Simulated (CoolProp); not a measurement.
Vapour-liquid equilibrium of propylene (1) + acetone (2) at 63.15 °C; x and y are mole fractions of (1).

The numbers come from the multi-fluid Helmholtz-energy mixture model, Lemmon 2013 and Lemmon 2006; pair parameters Bell 2016 in CoolProp.

```
x     bubble pressure (bar)  y at the bubble point  dew pressure at overall composition x (bar)  liquid density (mol/L)
----  ---------------------  ---------------------  -------------------------------------------  ----------------------
0.05                  3.376                      …                                        1.353                   12.70
0.15                  7.429                  0.827                                        1.515                   12.58
0.25                  10.97                  0.883                                        1.719                   12.43
0.35                  13.83                  0.908                                        1.984                   12.27
0.45                  16.06                  0.923                                        2.345                   12.07
0.55                      …                  0.933                                        2.864                   11.83
0.65                  19.37                  0.941                                        3.680                   11.56
0.75                  20.97                  0.951                                        5.151                   11.23
0.85                      …                  0.965                                        8.580                   10.84
0.95                  25.39                  0.985                                        20.77                   10.38
```

### Question
What belongs in the gaps?

### Answer

- 0.05, y at the bubble point: 0.618
- 0.55, bubble pressure (bar): 17.82
- 0.85, bubble pressure (bar): 22.89

No azeotrope shows between x = 0.05 and 0.95.

Pair parameters are fitted to limited data, so mixtures are less certain than the pure fluids. The gap from Raoult's law changes sign with composition, which may be real or a fault of the pair parameters; it wasn't checked against measurements.
